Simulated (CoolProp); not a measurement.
2000 sccm (0 °C, 1 atm) of nitrogen bubbles through liquid the fluoroketone C6F12O (FK-5-1-12) at 292.4 K and leaves saturated at a total pressure of 0.15 MPa (ideal gas phase). Each further row changes one setting.

Values from CoolProp's reference Helmholtz-energy equation of state, McLinden 2015.

| case | vapour pressure (kPa) | mole fraction of vapour | delivery (mg/min) | delivery (sccm) | change of delivery for a bath 1 K warmer (%) |
|---|---|---|---|---|---|
| as stated | 31.5 | 0.210 | 7500 | 532 | 5.8 |
| bath temperature 297.4 K | 39.1 | 0.261 | 9960 | 706 | 5.9 |
| total pressure 0.3 MPa | 31.5 | 0.105 | 3310 | 235 | 5.1 |
